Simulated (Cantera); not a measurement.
Cantera run, input and output.

```python
import numpy as np
import cantera as ct

gas = ct.Solution("gri30.yaml")
gas.TPX = 725, 81000, {'CH4': 1, 'C2H6': 0.25, 'O2': 2.4, 'N2': 9.01}
inlet = ct.Reservoir(gas, clone=True)
gas.equilibrate("HP")  # start burning
reactor = ct.IdealGasConstPressureReactor(gas, energy="on", clone=False)
exhaust = ct.Reservoir(gas, clone=True)
tau = [0.18, 0.049, 0.013, 0.0035, 0.00093, 0.00025, 6.6e-05, 1.8e-05, 4.7e-06][0]
for a, b in ((inlet, reactor), (reactor, exhaust)):
    ct.MassFlowController(a, b, mdot=lambda t: reactor.mass / tau)
net = ct.ReactorNet([reactor])
show = ['CH4', 'C2H6', 'O2', 'CH2', 'CH2CO']

rows = []
print(f"{'tau/s':>10s}{'T/K':>9s}" + "".join(f"{s:>11s}" for s in show))
for tau in [0.18, 0.049, 0.013, 0.0035, 0.00093, 0.00025, 6.6e-05, 1.8e-05, 4.7e-06]:
    net.initial_time = 0.0
    net.advance(30 * tau)
    before = gas.X
    net.advance(40 * tau)
    drift = np.max(np.abs(gas.X - before) / (gas.X + 1e-9))
    rows.append([gas.T, *gas[show].X, drift])
    print(f"{tau:10.3e}{gas.T:9.1f}" + "".join(f"{x:11.3e}" for x in gas[show].X))
```

It prints:

```
     tau/s      T/K        CH4       C2H6         O2        CH2      CH2CO
 1.800e-01   2406.7  1.361e-06  2.335e-08  1.127e-03  1.186e-07  8.987e-09
 4.900e-02   2394.8  4.034e-06  8.391e-08  1.480e-03  3.705e-07  3.090e-08
 1.300e-02   2365.8  1.051e-05  3.017e-07  2.373e-03  1.003e-06  1.037e-07
 3.500e-03   2313.9  2.613e-05  1.040e-06  4.058e-03  2.341e-06  3.402e-07
 9.300e-04   2243.4  7.239e-05  3.610e-06  6.565e-03  5.415e-06  1.142e-06
 2.500e-04   2170.1  2.380e-04  1.322e-05  1.015e-02  1.418e-05  4.041e-06
 6.600e-05   2069.1  1.184e-03  6.799e-05  2.015e-02  5.042e-05  2.220e-05
 1.800e-05    725.0  7.899e-02  1.975e-02  1.896e-01  3.553e-32 -2.792e-18
 4.700e-06    725.0  7.899e-02  1.975e-02  1.896e-01  8.176e-35  1.572e-22
```

Computed with Cantera and GRI-Mech 3.0 (53 species, 325 reactions).
